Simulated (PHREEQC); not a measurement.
# Nickel, zinc or cadmium bath: an equilibrium model

Make-up at 25 °C: 0.149 mol CdSO4, 0.00015 mol H3BO3 and 0.1 mol H2SO4 per kg of water. Closed to the air; pH follows from the charge balance.

Computed with PHREEQC (ion-association model, phreeqc.dat).

Precipitation was switched off in this run.

Question: What pH, ionic strength, density does the model give?

Answer: pH 1.12; ionic strength 0.378 mol/kgw; density 1.032 g/cm³.

Question: In which forms is S present?

Answer: HSO4- 41 %, CdSO4 22 %, Cd(SO4)2-2 19 %, SO4-2 18 % of the S.
